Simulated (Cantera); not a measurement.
## Pb + H2 (iron carbonyl, mercury and lead vapours)

Charge: 1 mol Pb, 5.3 mol H2.

Equilibrium computed with Cantera from the NASA thermochemical tables; the gas is ideal and each condensed phase is pure. Candidate condensed phases: Pb; 4 gas species. Equilibrium is a limit: real reactors are often held back by kinetics, nucleation or transport.

**Question.** Map the stable condensed phases over T = 550, 600, 650, 700, 750, 800, 850, 900, 950, 1000, 1050, 1100 K and P in Pa = 10, 42, 180, 750, 3200, 13000, 56000, 240000, 1000000.

**Answer.** 
```
T in K \ P in Pa
              10      42     180     750    3200   13000   56000  240000 1000000
   1100        A       A       B       B       B       B       B       B       B
   1050        A       B       B       B       B       B       B       B       B
   1000        A       B       B       B       B       B       B       B       B
    950        B       B       B       B       B       B       B       B       B
    900        B       B       B       B       B       B       B       B       B
    850        B       B       B       B       B       B       B       B       B
    800        B       B       B       B       B       B       B       B       B
    750        B       B       B       B       B       B       B       B       B
    700        B       B       B       B       B       B       B       B       B
    650        B       B       B       B       B       B       B       B       B
    600        B       B       B       B       B       B       B       B       B
    550        B       B       B       B       B       B       B       B       B
```
A: gas only; B: Pb.
